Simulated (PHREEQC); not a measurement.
Model water analysis in mmol/kgw, 40 °C, pH 6.51: Na 141; K 3.53; Ca 27.4; Mg 4.99; Cl 194; S(6) 6.03; Alkalinity (meq/kgw) 0.017; B 3.12; Si 0.0514.

Valence states are taken as typed.

Equilibrium calculation in PHREEQC: Pitzer model, pitzer.dat.

**Question.** The ionic strength comes out as 0.246 mol/kgw. What activity coefficients do CaB(OH)4+, K+, Cl-, B(OH)4-, Na+ get?

**Answer.** CaB(OH)4+ 0.70, K+ 0.71, Cl- 0.70, B(OH)4- 0.59, Na+ 0.74. Single-ion values are on the MacInnes scale.

No solid was allowed to form. Complexes and solids missing from the database can't appear. At this temperature some constants are extrapolated from 25 °C, and those without enthalpy data are left unchanged.
